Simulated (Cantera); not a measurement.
Silicon epitaxy and polysilicon growth: SiHCl₃ + HCl + N₂

Input: 1 mol SiHCl₃, 0.055 mol HCl, 25 mol N₂, equilibrated at 10.0 Torr.

Equilibrium computed with Cantera from the NASA thermochemical tables; the gas is ideal and each condensed phase is pure. Candidate condensed phases: NH₄Cl, Si, Si₃N₄; 28 gas species. N₂ is the only nitrogen source here; it is nearly inert below about 1500 K, so the nitride shown seldom forms there in practice. The tables' values for SiCl₃, SiCl are old estimates; treat these amounts as uncertain. Rates play no part.

| T (K) | x N₂ | x HCl | x SiCl₂ | x SiCl₄ | x SiCl₃ | n Si₃N₄(s) |
|---|---|---|---|---|---|---|
| 1198 | 0.941 | 0.0364 | 0.000275 | 0.0193 | 0.000774 | 0.155 |
| 1248 | 0.941 | 0.0365 | 0.000827 | 0.0184 | 0.00145 | 0.152 |
| 1298 | 0.940 | 0.0365 | 0.00223 | 0.0169 | 0.00251 | 0.143 |
| 1348 | 0.938 | 0.0363 | 0.00533 | 0.0143 | 0.00389 | 0.127 |
| 1398 | 0.936 | 0.0358 | 0.0110 | 0.0104 | 0.00519 | 0.0975 |
| 1448 | 0.932 | 0.0348 | 0.0192 | 0.00605 | 0.00562 | 0.0583 |
| 1498 | 0.929 | 0.0331 | 0.0276 | 0.00269 | 0.00482 | 0.0188 |
| 1548 | 0.927 | 0.0325 | 0.0319 | 0.00131 | 0.00386 | 0 |
| 1598 | 0.926 | 0.0337 | 0.0328 | 0.000873 | 0.00340 | 0 |
| 1648 | 0.926 | 0.0345 | 0.0335 | 0.000575 | 0.00296 | 0 |
| 1698 | 0.925 | 0.0350 | 0.0341 | 0.000368 | 0.00252 | 0 |
x: gas mole fraction; n: condensed amount in mol.

From 1198 K to 1498 K the condensed part is Si₃N₄(s). From 1548 K to 1698 K nothing is condensed. The main Si-bearing gas is SiCl₄ at 1198 K and SiCl₂ at 1698 K.
